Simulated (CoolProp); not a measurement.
A closed Brayton cycle with carbon dioxide: compressor inlet 320.15 K and 7.6 MPa, high pressure 14 MPa, turbine inlet 620 K, compressor efficiency 0.85, turbine efficiency 0.93, recuperator effectiveness 0.95 (on enthalpy, no pinch check). Each further row changes one setting.

Values from CoolProp's reference Helmholtz-energy equation of state, Span 1996.

```json
[
 {"case": "as stated", "thermal efficiency (%)": "25.7", "net work (kJ/kg)": "32.5", "compressor to turbine work": "0.47", "compressor exit (K)": "370.8", "turbine exit (K)": "555.7"},
 {"case": "turbine inlet 570 K", "thermal efficiency (%)": "22.4", "net work (kJ/kg)": "26.3", "compressor to turbine work": "0.52", "compressor exit (K)": "370.8", "turbine exit (K)": "508.3"},
 {"case": "compressor inlet 330.15 K", "thermal efficiency (%)": "___", "net work (kJ/kg)": "28.6", "compressor to turbine work": "___", "compressor exit (K)": "384.1", "turbine exit (K)": "555.7"},
 {"case": "high pressure 11.9 MPa", "thermal efficiency (%)": "___", "net work (kJ/kg)": "25.3", "compressor to turbine work": "___", "compressor exit (K)": "357.0", "turbine exit (K)": "572.6"},
 {"case": "recuperator effectiveness 0.5", "thermal efficiency (%)": "14.6", "net work (kJ/kg)": "32.5", "compressor to turbine work": "0.47", "compressor exit (K)": "370.8", "turbine exit (K)": "555.7"}
]
```

Problem. Fill in the missing entries.

Solution. 
- compressor inlet 330.15 K, thermal efficiency (%): 24.4
- compressor inlet 330.15 K, compressor to turbine work: 0.53
- high pressure 11.9 MPa, thermal efficiency (%): 24.8
- high pressure 11.9 MPa, compressor to turbine work: 0.45
